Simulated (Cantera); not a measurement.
A closed system holds: 1 mol Cu₂O, 4.3 mol CH₄, 0.58 mol H₂, at 750 Torr.

Equilibrium computed with Cantera from the NASA thermochemical tables; the gas is ideal and each condensed phase is pure. Candidate condensed phases: C, C₆H₆, C₇H₈, C₈H₁₈, Cu, CuO, Cu(OH)₂, Cu₂O, H₂O; 113 gas species. Equilibrium is a limit: real reactors are often held back by kinetics, nucleation or transport.

Task: Which condensed phases are stable at each of these points (T (°C)): 902, 952, 1002, 1052, 1102, 1152, 1202, 1252, 1302, 1352?

Result: 
```csv
T (°C),condensed phases,Cu condensed (%)
902,C(graphite) + Cu(s),100.0
952,C(graphite) + Cu(s),100.0
1002,C(graphite) + Cu(s),100.0
1052,C(graphite) + Cu(s),100.0
1102,C(graphite) + Cu(l),100.0
1152,C(graphite) + Cu(l),100.0
1202,C(graphite) + Cu(l),100.0
1252,C(graphite) + Cu(l),100.0
1302,C(graphite) + Cu(l),100.0
1352,C(graphite) + Cu(l),100.0
```

From 902 °C to 1052 °C the condensed part is C(graphite) + Cu(s). From 1102 °C to 1352 °C the condensed part is C(graphite) + Cu(l).
